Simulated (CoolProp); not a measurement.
A single-stage vapour-compression cycle with the fluid: evaporating at 243.15 K (dew point), condensing at 290.15 K (bubble point), superheat 10 K, subcooling 2 K, compressor efficiency 0.65, no pressure losses. The same conditions are run with several fluids, on thermodynamics alone (safety and materials aside).

Computed with CoolProp (reference Helmholtz-energy equation of state of each fluid (R143a: Lemmon and Jacobsen 2000; C3F8 (R218): Lemmon 2006; isobutane: Bücker 2006; n-butane: Bücker 2006; dimethyl ether: Wu 2011; n-perfluorobutane: Gao 2022)).

| fluid | cooling COP | pressure ratio | discharge temperature (K) | refrigerating effect (kJ/kg) | volumetric capacity (kJ/m³) |
|---|---|---|---|---|---|
| R143a | 2.66 | 4.74 | 327.4 | 157 | 1450 |
| C3F8 (R218) | 2.38 | 5.10 | 296.5 | 62.7 | 807 |
| isobutane | 2.84 | 5.91 | 321.3 | 294 | 387 |
| n-butane | 2.87 | 6.67 | 324.0 | 323 | 255 |
| dimethyl ether | 2.85 | 5.80 | 349.8 | 381 | 688 |
| n-perfluorobutane | 2.43 | 7.32 | 290.1 | 65.0 | 209 |

The compression ends wet for: n-perfluorobutane.
